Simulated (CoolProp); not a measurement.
Vapour-liquid equilibrium of R22 (1) + ethanol (2) at 0.127 MPa; x and y are mole fractions of (1).

Model: multi-fluid Helmholtz-energy mixture model, Kamei 1995 and Schroeder 2014; pair parameters Bell 2016, in CoolProp.

| x | bubble temperature (K) | y at the bubble point | dew temperature at overall composition x (K) | liquid density (mol/L) |
|---|---|---|---|---|
| 0.05 | 311.4 | 0.873 | 356.0 | 16.71 |
| 0.2 | 263.5 | 0.995 | 351.6 | 17.41 |
| 0.35 | 249.9 | 0.998 | 346.4 | 17.46 |
| 0.5 | 244.5 | 0.999 | 340.2 | 17.31 |
| 0.65 | 242.1 | 0.999 | 332.1 | 17.05 |
| 0.8 | 240.5 | 1.000 | 320.3 | 16.70 |
| 0.95 | 238.3 | 1.000 | 295.0 | 16.28 |

No azeotrope shows between x = 0.05 and 0.95.

Pair parameters are fitted to limited data, so mixtures are less certain than the pure fluids. With so large a gap from Raoult's law the liquid may split in two, which this calculation doesn't test in full.
